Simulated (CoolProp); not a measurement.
Vapour-liquid equilibrium of R1234ze(E) (1) + R227EA (2) at -96.15 °C; x and y are mole fractions of (1).

Values from CoolProp's multi-fluid Helmholtz-energy mixture model, Thol 2016 and Lemmon 2016; pair parameters Bell 2023.

Task: Give the bubble pressure and the first vapour's composition at x = 0.05, 0.5, 0.95. Is there an azeotrope?

Result: x = 0.05: 0.0004464 MPa, y = 0.064; x = 0.5: 0.0005045 MPa, y = 0.559; x = 0.95: 0.0005476 MPa, y = 0.957. No azeotrope shows between x = 0.05 and 0.95.

Pair parameters are fitted to limited data, so mixtures are less certain than the pure fluids.
